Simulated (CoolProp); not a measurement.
Values from CoolProp's reference Helmholtz-energy equation of state, Thol 2018.

For hydrogen chloride, give the phase and the Joule-Thomson coefficient (K/MPa), isothermal compressibility (1/MPa) at -89.15 °C and 44.1 bar; -28.35 °C and 44.1 bar; 1.95 °C and 44.1 bar.


- -89.15 °C and 44.1 bar: liquid; Joule-Thomson coefficient -0.320, isothermal compressibility 0.00102
- -28.35 °C and 44.1 bar: liquid; Joule-Thomson coefficient -0.144, isothermal compressibility 0.00261
- 1.95 °C and 44.1 bar: liquid; Joule-Thomson coefficient 0.133, isothermal compressibility 0.00558
